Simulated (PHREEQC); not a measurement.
Solution (20 °C): 2.3 mmol/kgw NH3, 5.8 mmol/kgw CO2 and 78 mmol/kgw (CH3)4NCl. Closed to the air; pH follows from the charge balance.

All values are PHREEQC results (ion-association model, phreeqc.dat), not measurements.

| quantity | before | after |
|---|---|---|
| pH | 6.10 | 6.16 |
| NH3 (mol/kgw) | 8.59e-7 | 1.20e-7 |
| CO3-2 (mol/kgw) | 2.34e-7 | 1.85e-8 |
| (CO2)2 (mol/kgw) | 1.93e-7 | 1.89e-9 |

Q: What was changed between the two runs?
A) temperature from 20 to 30 °C
B) CO2 from 0.0058 to 0.00638 mol/kgw
C) diluted 2-fold with water
D) CO2 from 0.0058 to 0.0087 mol/kgw
E) diluted 10-fold with water

A: E, diluted 10-fold with water

No solid was allowed to form. (CH3)4N+ isn't in the database: it is added as a free cation with an ion size of 4 Å.
